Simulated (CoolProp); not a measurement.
Vapour-liquid equilibrium of carbon dioxide (1) + propane (2) at 222.1 K; x and y are mole fractions of (1).

Values from CoolProp's multi-fluid Helmholtz-energy mixture model, Span 1996 and Lemmon 2009; pair parameters Kunz 2012.

```
x     bubble pressure, mixture model (kPa)  bubble pressure, Raoult's law (kPa)  y, mixture model  y, Raoult's law
----  ------------------------------------  -----------------------------------  ----------------  ---------------
0.05                                 135.0                                96.43             0.516            0.339
0.2                                  329.4                                184.4             0.821            0.709
0.35                                 466.0                                272.4             0.886            0.840
0.5                                  537.9                                360.4             0.910            0.907
0.65                                 573.1                                448.4             0.922            0.948
0.8                                  601.7                                536.4             0.937            0.975
0.95                                 639.9                                624.4             0.974            0.995
```

The largest gap from Raoult's law is +78.6 % in bubble pressure, at x = 0.2. No azeotrope shows between x = 0.05 and 0.95.

The pair parameters rest on a limited set of measurements; away from them the model extrapolates. With so large a gap from Raoult's law the liquid may split in two, which this calculation doesn't test in full.
